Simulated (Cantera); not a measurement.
A perfectly stirred reactor is fed with CH4 : H2 : O2 : N2 = 1 : 0.19 : 4.36 : 16.4 (molar parts), at 1.00 atm; it is adiabatic with a 650 K inlet, and is followed from long to short residence time, starting on the burning branch (τ in s: 0.49, 0.17, 0.057, 0.019, 0.0066, 0.0023, 0.00077, 0.00026, 8.9e-05).

Computed with Cantera and GRI-Mech 3.0 (53 species, 325 reactions).

Q: What does this change do: pressure from 1.00 atm to 9.87 atm?

A: 
| quantity | before | after |
|---|---|---|
| blow-out, bracketed by the residence times tried | burning at 0.260 ms, out at 89.0 µs | burning at 0.260 ms, out at 89.0 µs |
| x(CH4) at τ = 0.490 s | 3.60e-6 | 1.16e-6 |
| x(H2) at τ = 0.490 s | 2.55e-5 | 3.79e-6 |
| x(O2) at τ = 0.490 s | 0.103 | 0.104 |
| x(H2O2) at τ = 0.490 s | 3.89e-8 | 7.51e-8 |
| x(CH3) at τ = 0.490 s | 7.41e-7 | 1.89e-7 |
| x(CH4) at τ = 6.60 ms | 5.80e-5 | 3.95e-5 |
| x(H2) at τ = 6.60 ms | 0.000370 | 3.91e-5 |
| x(O2) at τ = 6.60 ms | 0.104 | 0.104 |
| x(H2O2) at τ = 6.60 ms | 2.22e-7 | 2.48e-7 |
| x(CH3) at τ = 6.60 ms | 9.30e-6 | 7.04e-6 |

Q: What does this change do: inlet temperature 650 to 475 K?

A: 
```
quantity                                                                       before                                 after
------------------------------------------------  -----------------------------------  ------------------------------------
blow-out, bracketed by the residence times tried  burning at 0.260 ms, out at 89.0 µs  burning at 0.770 ms, out at 0.260 ms
x(CH4) at τ = 0.490 s                                                         3.60e-6                               6.49e-6
x(H2) at τ = 0.490 s                                                          2.55e-5                               1.89e-5
x(O2) at τ = 0.490 s                                                            0.103                                 0.104
x(H2O2) at τ = 0.490 s                                                        3.89e-8                               5.39e-8
x(CH3) at τ = 0.490 s                                                         7.41e-7                               1.05e-6
x(CH4) at τ = 6.60 ms                                                         5.80e-5                              0.000104
x(H2) at τ = 6.60 ms                                                         0.000370                              0.000324
x(O2) at τ = 6.60 ms                                                            0.104                                 0.104
x(H2O2) at τ = 6.60 ms                                                        2.22e-7                               3.65e-7
x(CH3) at τ = 6.60 ms                                                         9.30e-6                               1.23e-5
```

Q: What does this change do: 1.1 parts H2O added?

A: 
| quantity | before | after |
|---|---|---|
| blow-out, bracketed by the residence times tried | burning at 0.260 ms, out at 89.0 µs | burning at 0.260 ms, out at 89.0 µs |
| x(CH4) at τ = 0.490 s | 3.60e-6 | 4.42e-6 |
| x(H2) at τ = 0.490 s | 2.55e-5 | 2.55e-5 |
| x(O2) at τ = 0.490 s | 0.103 | 0.0986 |
| x(H2O2) at τ = 0.490 s | 3.89e-8 | 5.02e-8 |
| x(CH3) at τ = 0.490 s | 7.41e-7 | 8.75e-7 |
| x(CH4) at τ = 6.60 ms | 5.80e-5 | 7.20e-5 |
| x(H2) at τ = 6.60 ms | 0.000370 | 0.000391 |
| x(O2) at τ = 6.60 ms | 0.104 | 0.0989 |
| x(H2O2) at τ = 6.60 ms | 2.22e-7 | 3.12e-7 |
| x(CH3) at τ = 6.60 ms | 9.30e-6 | 1.16e-5 |
